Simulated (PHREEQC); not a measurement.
**Metal-bearing waste water**

Make-up at 25 °C: 0.044 mol/kgw ZnSO4, 0.03 mol/kgw CaCl2 and 0.0053 mol/kgw NaF. Closed to the air; pH follows from the charge balance.

Computed with PHREEQC (ion-association model, wateq4f.dat).

Precipitation was switched off in this run.

Problem. What pH, ionic strength does the model give?

Solution. pH 5.71; ionic strength 0.176 mol/kgw.

Problem. In which forms is Ca present?

Solution. Ca+2 72 %, CaSO4 27 %, CaF+ 0.9 % of the Ca.

The solution is supersaturated, for example in Fluorite, Gypsum, so a real one may precipitate; this is no full list.
